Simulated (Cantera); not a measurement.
What does this Cantera script print?

```python
import numpy as np
import cantera as ct

gas = ct.Solution("gri30.yaml")
gas.TPX = 1448, 101325, {'H2': 1, 'O2': 1.04, 'N2': 3.92}
reactor = ct.IdealGasConstPressureReactor(gas, energy="on", clone=False)
net = ct.ReactorNet([reactor])
net.rtol, net.atol = 1e-08, 1e-16
show = ['H2', 'O2', 'NO', 'H2O', 'O']
times = np.geomspace(2e-06, 0.2, 13)

steps = ct.SolutionArray(gas, extra=["t"])
rows = []
print(f"{'t/s':>10s}{'T/K':>9s}{'P/Pa':>11s}" + "".join(f"{s:>11s}" for s in show))
for t in times:
    while net.time < t:
        t_next = net.step()
        steps.append(gas.state, t=t_next)
    rows.append([np.interp(t, steps.t, y) for y in (steps.T, steps.P, *steps(*show).X.T)])
    print(f"{t:10.3e}{rows[-1][0]:9.1f}{rows[-1][1]:11.4g}" + "".join(f"{x:11.3e}" for x in rows[-1][2:]))
rate = np.gradient(steps.T, steps.t)
print("integrator steps:", len(steps.t))
if steps.T.max() > steps.T[0] + 200:
    print(f"time of steepest temperature rise: {steps.t[rate.argmax()]:.4e} s")
gas.TPX = 1448, 101325, {'H2': 1, 'O2': 1.04, 'N2': 3.92}
gas.equilibrate("HP")
print(f"equilibrium (HP): T = {gas.T:.1f} K  " + "  ".join(f"{s} {gas[s].X[0]:.3e}" for s in show))
```

It prints:

```
       t/s      T/K       P/Pa         H2         O2         NO        H2O          O
 2.000e-06   1448.0  1.013e+05  1.678e-01  1.745e-01  2.295e-16  2.701e-07  8.969e-08
 5.220e-06   1448.0  1.013e+05  1.678e-01  1.745e-01  1.314e-14  9.261e-06  1.961e-06
 1.363e-05   1461.8  1.013e+05  1.454e-01  1.640e-01  1.753e-08  1.558e-02  3.116e-03
 3.557e-05   1981.3  1.013e+05  1.679e-02  9.095e-02  3.075e-05  1.330e-01  2.639e-02
 9.283e-05   2297.4  1.013e+05  9.745e-03  9.110e-02  8.618e-05  1.535e-01  1.378e-02
 2.423e-04   2467.2  1.013e+05  4.313e-03  9.320e-02  2.474e-04  1.672e-01  5.825e-03
 6.325e-04   2497.1  1.013e+05  3.267e-03  9.370e-02  6.113e-04  1.699e-01  4.384e-03
 1.651e-03   2495.9  1.013e+05  3.248e-03  9.329e-02  1.506e-03  1.700e-01  4.338e-03
 4.309e-03   2492.8  1.013e+05  3.218e-03  9.231e-02  3.634e-03  1.702e-01  4.248e-03
 1.125e-02   2486.7  1.013e+05  3.161e-03  9.039e-02  7.775e-03  1.705e-01  4.077e-03
 2.936e-02   2480.0  1.013e+05  3.100e-03  8.831e-02  1.226e-02  1.708e-01  3.896e-03
 7.662e-02   2478.1  1.013e+05  3.082e-03  8.772e-02  1.355e-02  1.709e-01  3.846e-03
 2.000e-01   2478.0  1.013e+05  3.082e-03  8.771e-02  1.357e-02  1.709e-01  3.845e-03
integrator steps: 1304
time of steepest temperature rise: 1.6803e-05 s
equilibrium (HP): T = 2478.0 K  H2 3.082e-03  O2 8.771e-02  NO 1.357e-02  H2O 1.709e-01  O 3.845e-03
```

Model: GRI-Mech 3.0 (53 species, 325 reactions), integrated in Cantera.
